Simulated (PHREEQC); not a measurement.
Consider water at 74 °C with 110 mmol/kgw NH4Cl, 0.15 mmol/kgw Na2CO3 and 0.12 mmol/kgw NaCl. Closed to the air; pH follows from the charge balance.

The numbers come from PHREEQC with the ion-association model, wateq4f.dat.

```tsv
quantity	before	after
pH	5.49	4.84
SI of Halite (NaCl)	-6.27	-6.27
```

Question: Name the change that produced these shifts.
(A) 0.0059 mol/kgw CO2 added
(B) temperature from 74 to 75 °C
(C) NH4Cl from 0.11 to 0.011 mol/kgw
(D) diluted 2-fold with water
(E) Na2CO3 left out

Answer: A, 0.0059 mol/kgw CO2 added

Precipitation was switched off in this run. Constants without temperature data keep their 25 °C values here.
